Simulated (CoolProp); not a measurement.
Vapour-liquid equilibrium of hydrogen chloride (1) + propane (2) at 0.434 bar; x and y are mole fractions of (1).

Values from CoolProp's multi-fluid Helmholtz-energy mixture model, Thol 2018 and Lemmon 2009; pair parameters Bell 2016.

Problem. Give the bubble temperature and the first vapour's composition at x = 0.2, 0.5, 0.8. Is there an azeotrope?

Solution. x = 0.2: 180.3 K, y = 0.898; x = 0.5: 175.7 K, y = 0.936; x = 0.8: 175.4 K, y = 0.942. No azeotrope shows between x = 0.05 and 0.95.

Pair parameters are fitted to limited data, so mixtures are less certain than the pure fluids. With so large a gap from Raoult's law the liquid may split in two, which this calculation doesn't test in full.
